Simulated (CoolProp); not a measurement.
Sulfur dioxide along the isotherm 481.3 K: Z from the reference equation and from simpler models built on Tc = 430.6 K, pc = 7.887 MPa, ω = 0.256; each cubic takes its own stable root.

Computed with CoolProp (reference Helmholtz-energy equation of state, Gao 2016).

```json
[
 {"p (MPa)": "3.5", "phase": "gas", "reference": "0.8896"},
 {"p (MPa)": "7", "phase": "gas", "reference": "0.7629"},
 {"p (MPa)": "10.5", "phase": "supercritical", "reference": "0.6154"},
 {"p (MPa)": "14", "phase": "supercritical", "reference": "0.4705"},
 {"p (MPa)": "17.5", "phase": "supercritical", "reference": "0.4258"},
 {"p (MPa)": "21", "phase": "supercritical", "reference": "0.4435"},
 {"p (MPa)": "24.5", "phase": "supercritical", "reference": "0.4777"},
 {"p (MPa)": "28", "phase": "supercritical", "reference": "0.5171"},
 {"p (MPa)": "31.5", "phase": "supercritical", "reference": "0.5585"},
 {"p (MPa)": "35", "phase": "supercritical", "reference": "0.6007"}
]
```

Q: How far does each simpler model (Redlich-Kwong, Peng-Robinson) lie from the reference over these 10 states: mean and median of the absolute difference, and the worst?

A: 
- Redlich-Kwong: mean 6.7 %, median 9.0 %, worst +10.8 % at 481.3 K and 24.5 MPa
- Peng-Robinson: mean 4.9 %, median 4.9 %, worst +9.9 % at 481.3 K and 17.5 MPa
